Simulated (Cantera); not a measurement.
A Cantera script and its output.

```python
import numpy as np
import cantera as ct

gas = ct.Solution("gri30.yaml")
gas.TPX = 1998, 540, {'CH4': 1, 'N2': 13}
reactor = ct.IdealGasConstPressureReactor(gas, energy="off", clone=False)
net = ct.ReactorNet([reactor])
net.rtol, net.atol = 1e-08, 1e-18
show = ['CH4', 'C2H6', 'C2H4', 'C2H2', 'HCN', 'CH3', 'H']
times = np.geomspace(0.0008, 60, 14)

steps = ct.SolutionArray(gas, extra=["t"])
rows = []
print(f"{'t/s':>10s}{'T/K':>9s}{'P/Pa':>11s}" + "".join(f"{s:>11s}" for s in show))
for t in times:
    while net.time < t:
        t_next = net.step()
        steps.append(gas.state, t=t_next)
    rows.append([np.interp(t, steps.t, y) for y in (steps.T, steps.P, *steps(*show).X.T)])
    print(f"{t:10.3e}{rows[-1][0]:9.1f}{rows[-1][1]:11.4g}" + "".join(f"{x:11.3e}" for x in rows[-1][2:]))
rate = np.gradient(steps.T, steps.t)
print("integrator steps:", len(steps.t))
if steps.T.max() > steps.T[0] + 200:
    print(f"time of steepest temperature rise: {steps.t[rate.argmax()]:.4e} s")
gas.TPX = 1998, 540, {'CH4': 1, 'N2': 13}
gas.equilibrate("TP")
print(f"equilibrium (TP): T = {gas.T:.1f} K  " + "  ".join(f"{s} {gas[s].X[0]:.3e}" for s in show))
```

It prints:

```
       t/s      T/K       P/Pa        CH4       C2H6       C2H4       C2H2        HCN        CH3          H
 8.000e-04   1998.0        540  7.111e-02  6.120e-09  6.503e-07  1.314e-08  2.706e-11  3.098e-04  9.255e-06
 1.897e-03   1998.0        540  7.064e-02  4.770e-08  1.003e-05  5.156e-07  2.600e-10  7.415e-04  1.068e-05
 4.499e-03   1998.0        540  6.931e-02  3.011e-07  1.322e-04  1.755e-05  3.194e-09  1.730e-03  1.927e-05
 1.067e-02   1998.0        540  6.371e-02  1.556e-06  1.310e-03  5.327e-04  6.909e-08  3.659e-03  7.040e-05
 2.530e-02   1998.0        540  4.075e-02  3.510e-06  3.373e-03  8.805e-03  1.739e-06  4.499e-03  3.032e-04
 5.999e-02   1998.0        540  1.514e-02  1.089e-06  6.077e-04  2.458e-02  1.158e-05  2.194e-03  6.177e-04
 1.423e-01   1998.0        540  4.201e-03  1.471e-07  6.560e-05  3.087e-02  3.331e-05  8.071e-04  9.328e-04
 3.374e-01   1998.0        540  8.306e-04  1.087e-08  4.942e-06  3.276e-02  7.367e-05  2.343e-04  1.411e-03
 8.001e-01   1998.0        540  1.240e-04  4.330e-10  4.162e-07  3.313e-02  1.364e-04  5.164e-05  2.086e-03
 1.897e+00   1998.0        540  9.438e-06  4.303e-12  1.776e-07  3.316e-02  1.954e-04  5.842e-06  3.089e-03
 4.499e+00   1998.0        540  2.295e-07  1.123e-14  1.413e-07  3.312e-02  2.087e-04  2.181e-07  4.698e-03
 1.067e+01   1998.0        540  8.331e-08  6.311e-15  1.211e-07  3.308e-02  2.109e-04  1.076e-07  6.332e-03
 2.530e+01   1998.0        540  7.276e-08  5.835e-15  1.165e-07  3.307e-02  2.168e-04  1.014e-07  6.811e-03
 6.000e+01   1998.0        540  7.487e-08  5.866e-15  1.164e-07  3.306e-02  2.312e-04  1.045e-07  6.824e-03
integrator steps: 1802
equilibrium (TP): T = 1998.0 K  CH4 2.077e-07  C2H6 6.503e-15  C2H4 2.455e-08  C2H2 6.969e-03  HCN 5.240e-02  CH3 2.899e-07  H 6.824e-03
```

Detailed kinetics in Cantera: GRI-Mech 3.0 (53 species, 325 reactions). GRI-Mech 3.0 stops at C3 and has no aromatics, soot or wall deposition, so with more carbon than oxygen in the feed, carbon stays in small species such as C2H2 where larger ones or solid carbon would form. Radical loss at walls, strong at low pressure, is not modelled.
